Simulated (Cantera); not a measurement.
Equilibrium for fluorocarbon and chlorocarbon gases: C₂F₆ + CH₄

Input: 1 mol C₂F₆, 0.085 mol CH₄, at 1100 °C and 0.0120 Torr.

Method: chemical equilibrium by Gibbs-energy minimisation in Cantera with the NASA 1993 tables (ideal gas, pure condensed phases). Candidate condensed phases: C, C₆H₆, C₇H₈, C₈H₁₈; 95 gas species. The feed counts by its element totals alone. Gases not in the tables: C₂F₆ and larger saturated fluorocarbons. The numbers say what is thermodynamically allowed, not how fast it happens.

| Quantity | Result |
|---|---|
| x(CF₄) | 0.804 |
| x(HF) | 0.194 |
| x(CF₂) | 0.00121 |
| x(F) | 0.000708 |
| x(CF₃) | 7.84e-5 |
| n(C(graphite)) | 0.669 mol |
| gas amount | 1.757 mol |
